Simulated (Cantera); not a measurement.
Input: 1 mol Al, 0.023 mol O2, 3 mol H2, equilibrated at 1523 K and 100000 Pa.

Equilibrium computed with Cantera from the NASA thermochemical tables; the gas is ideal and each condensed phase is pure. Candidate condensed phases: Al, Al2O3, H2O; 19 gas species. Mutual solubility and eutectic melting of coexisting phases are not modelled. Equilibrium is a limit: real reactors are often held back by kinetics, nucleation or transport.

Base state: H2 1.000, H 2.31e-5, AlH 2.12e-5, Al 1.92e-5, Al2O 1.47e-5 (mole fractions); condensed: Al(l) + Al2O3(s).

Question: What changes in the equilibrium state with this change: pressure from 100000 Pa to 1330 Pa?

Answer: 
```tsv
species	before	after
H2	1.000	0.997
Al	1.92e-5	0.00144
Al2O	1.47e-5	0.00110
AlH	2.12e-5	0.000183
H	2.31e-5	0.000200
Al(l), mol	0.969	0.960
Al2O3(s), mol	0.0153	0.0142
```
